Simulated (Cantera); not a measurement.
Charge: 1 mol Al(CH₃)₃, 2.1 mol N₂O, 170 mol N₂, equilibrated at 3.20 mbar.

These are equilibrium values from Cantera (NASA tables, ideal gas, pure condensed phases), not measurements of a reactor. Candidate condensed phases: Al, AlN, Al₂O₃, C, C₆H₆, C₇H₈, C₈H₁₈, H₂O; 148 gas species. The feed counts by its element totals alone. Kinetics and transport are ignored.

Over these rows the condensed part is AlN(s) + C(graphite). Partial pressures as log10 of bar:

```json
[
 {"T (K)": "1573", "1000/T (1/K)": "0.6357", "log p Al": "-7.92", "log p N₂": "-2.51", "log p H₂": "-4.10", "log p CO": "-4.42"},
 {"T (K)": "1623", "1000/T (1/K)": "0.6161", "log p Al": "?", "log p N₂": "-2.51", "log p H₂": "-4.10", "log p CO": "-4.42"},
 {"T (K)": "1673", "1000/T (1/K)": "0.5977", "log p Al": "-6.66", "log p N₂": "-2.51", "log p H₂": "-4.10", "log p CO": "-4.42"},
 {"T (K)": "1723", "1000/T (1/K)": "0.5804", "log p Al": "-6.09", "log p N₂": "-2.51", "log p H₂": "-4.10", "log p CO": "-4.42"},
 {"T (K)": "1773", "1000/T (1/K)": "0.5640", "log p Al": "-5.55", "log p N₂": "-2.51", "log p H₂": "-4.11", "log p CO": "-4.42"},
 {"T (K)": "1823", "1000/T (1/K)": "0.5485", "log p Al": "-5.03", "log p N₂": "-2.51", "log p H₂": "-4.11", "log p CO": "-4.43"}
]
```

Task: Fit log p(Al) = a + b·(1000/T) to the five rows, give the apparent enthalpy, and predict the row at 1623 K.

Result: Means: 1000/T = 0.5853, log p = -6.250. Sxy = -0.149842, Sxx = 0.0045259, so b = -33.11 and a = -6.250 − (-33.11)×0.5853 = 13.13.
Apparent enthalpy: −19.145 × (-33.11) = 634 kJ/mol. With the condensed phases at unit activity, AlN(s) = Al(g) + 1/2 N₂(g) links this pressure to the main gases: over the six rows their terms move log p by +0.00 in all, so the slope is close to that reaction's ΔH°. The five rows lie within 0.01 of the line.
Prediction at 1623 K: 13.13 + (-33.11)×0.6161 = -7.27. The computed value is -7.27, 0.00 from the line.
